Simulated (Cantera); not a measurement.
Cantera run:

```python
import numpy as np
import cantera as ct

gas_names = """
    AL ALF ALF2 ALF3 ALH ALN AL2 AL2F6 F F2 H HF H2 H2F2 H3F3 H4F4 H5F5 H6F6 H7F7 N NF NF2 NF3 NH NH2
    NH3 N2 N2H2 N2H4
""".split()
cond_names = """
    AL(cr) AL(L) ALF3(a) ALF3(b) ALF3(L) ALN(s)
""".split()


# ... load() reads the species with a 1 bar reference pressure and builds the phases ...
atoms = {
    'AlN': {'AL': 1, 'N': 1},
    'HF': {'H': 1, 'F': 1},
}
top_T = {'ALN(s)': 2750}  # K; cautious upper limits of use, not melting points


# ... equilibrate(T, P, feed) seeds the gas with the atoms and calls Mixture.equilibrate('TP', solver="vcs", rtol=1e-11, max_steps=5000) ...
results = []
feed = {'AlN': 1, 'HF': 20}  # mol
T = 1700  # K
P = 2.7  # Pa
mix = equilibrate(T, P, feed)
results.append((T, P, feed, dict(zip(mix.species_names, mix.species_moles))))
x = sorted(zip(gas.X, gas.species_names), reverse=True)
print(f"T = {T:g} K  P = {P:g} Pa  gas = {mix.phase_moles(0):.4g} mol")
print("   x: " + "  ".join(f"{s} {v:.3e}" for v, s in x if v > 0.001))
print("   condensed (mol): " + ("  ".join(f"{mix.phase(i).name} {mix.phase_moles(i):.4g}"
      for i in range(1, mix.n_phases) if mix.phase_moles(i) > 1e-12) or "none"))
```

Result:

```
T = 1700 K  P = 2.7 Pa  gas = 20.2 mol
   x: HF 8.540e-01  H2 6.456e-02  ALF3 4.114e-02  N2 2.476e-02  H 7.205e-03  ALF2 4.521e-03  ALF 3.857e-03
   condensed (mol): none
```

These are equilibrium values from Cantera (NASA tables, ideal gas, pure condensed phases), not measurements of a reactor. The tables' values for AlF2 are old estimates; treat these amounts as uncertain.
